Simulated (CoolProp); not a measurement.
Properties of sulfur dioxide at several states.

The numbers come from the reference Helmholtz-energy equation of state, Gao 2016 in CoolProp.

```tsv
T (K)	p (bar)	phase	expansivity (1/kK)	fugacity coefficient
482.2	15.3	gas	2.453	0.9554
377.7	13.5	gas	3.849	0.9068
399.9	206	liquid	3.084	0.2224
371.5	323	liquid	2.111	0.1118
233.1	0.9	liquid	1.646	0.2374
```
